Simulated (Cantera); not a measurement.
# SiHCl3 + HCl + H2 (silicon epitaxy and polysilicon growth)

A closed system holds: 1 mol SiHCl3, 0.19 mol HCl, 5.1 mol H2, equilibrated at 702 °C.

Method: chemical equilibrium by Gibbs-energy minimisation in Cantera with the NASA 1993 tables (ideal gas, pure condensed phases). Candidate condensed phases: Si; 19 gas species. The tables' values for SiCl3 are old estimates; treat these amounts as uncertain. The numbers say what is thermodynamically allowed, not how fast it happens.

From 100 Pa to 200000 Pa the condensed part is Si(s). The main Si-bearing gas is SiCl4 throughout. The share of Si in condensed phases is highest at 100 Pa (24.6 %) and lowest at 200000 Pa (11.3 %).

```
P (Pa)   x H2  x SiCl4  x SiHCl3    x HCl   x SiCl2   x SiCl3  x SiH2Cl2  x SiH3Cl  n Si(s)
------  -----  -------  --------  -------  --------  --------  ---------  --------  -------
100     0.836   0.0964   0.00929   0.0496   0.00475   0.00402    9.38e-5   2.39e-7    0.246
230     0.842   0.0986    0.0117   0.0406   0.00317   0.00332   0.000145   4.54e-7    0.234
540     0.848   0.0997    0.0146   0.0330   0.00208   0.00270   0.000225   8.72e-7    0.221
1300    0.852   0.0996    0.0183   0.0266   0.00134   0.00217   0.000350   1.70e-6    0.207
2900    0.854   0.0987    0.0222   0.0217  0.000892   0.00176   0.000522   3.11e-6    0.194
6800    0.856   0.0967    0.0271   0.0175  0.000577   0.00140   0.000793   5.87e-6    0.180
16000   0.857   0.0937    0.0328   0.0140  0.000370   0.00111    0.00120   1.11e-5    0.165
37000   0.857   0.0899    0.0392   0.0112  0.000238  0.000870    0.00179   2.06e-5    0.150
86000   0.856   0.0852    0.0464  0.00898  0.000152  0.000676    0.00265   3.81e-5    0.132
200000  0.854   0.0795    0.0544  0.00714   9.64e-5  0.000520    0.00389   7.04e-5    0.113
```
x: gas mole fraction; n: condensed amount in mol.
